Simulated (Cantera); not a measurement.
An adiabatic, constant-volume homogeneous reactor starts with H2 : O2 : N2 = 1 : 0.667 : 6.4 (molar parts), equivalence ratio 0.75, at 1300 K and 10.0 bar.

Computed with Cantera and GRI-Mech 3.0 (53 species, 325 reactions). The hydrogen kinetics of GRI-Mech 3.0 are dated; newer H2 mechanisms differ, most at raised pressure.

Problem. Predict: time of steepest temperature rise; temperature at 10.0 s; equilibrium temperature; x(H2) at 10.0 s; x(O2) at 10.0 s; x(H) at 10.0 s; x(NO) at 10.0 s; x(NO2) at 10.0 s; x(HO2) at 10.0 s.

Solution. 
```
Item                                                                  Result
---------------------------------  -----------------------------------------
time of steepest temperature rise                                    9.52 µs
temperature at 10.0 s                                                 2363 K
equilibrium temperature                                               2363 K
x(H2) at 10.0 s                    0.000681 (gas-phase equilibrium 0.000681)
x(O2) at 10.0 s                        0.0188 (gas-phase equilibrium 0.0188)
x(H) at 10.0 s                       8.47e-5 (gas-phase equilibrium 8.47e-5)
x(NO) at 10.0 s                      0.00553 (gas-phase equilibrium 0.00553)
x(NO2) at 10.0 s                     7.07e-6 (gas-phase equilibrium 7.07e-6)
x(HO2) at 10.0 s                     3.72e-6 (gas-phase equilibrium 3.72e-6)
```
